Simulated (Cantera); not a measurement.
Feed: 1 mol SiCl₄, 1.4 mol HCl, 1100 mol H₂, held at 0.100 bar.

These are equilibrium values from Cantera (NASA tables, ideal gas, pure condensed phases), not measurements of a reactor. Candidate condensed phases: Si; 19 gas species. Gases not in the tables: Si₂H₆ and higher silanes. The numbers say what is thermodynamically allowed, not how fast it happens.

**Question.** Which condensed phases are stable at each of these points (T (K)): 1223, 1323, 1423, 1523, 1623, 1723, 1823, 1923, 2023, 2123?

**Answer.** 
```tsv
T (K)	condensed phases	Si condensed (%)
1223	Si(s)	92.9
1323	Si(s)	92.8
1423	Si(s)	92.2
1523	Si(s)	91.5
1623	Si(s)	90.2
1723	Si(l)	87.7
1823	Si(l)	81.5
1923	Si(l)	60.8
2023	Si(l)	0.8
2123	gas only	0.0
```

From 1223 K to 1623 K the condensed part is Si(s). From 1723 K to 2023 K the condensed part is Si(l). At 2123 K nothing is condensed.
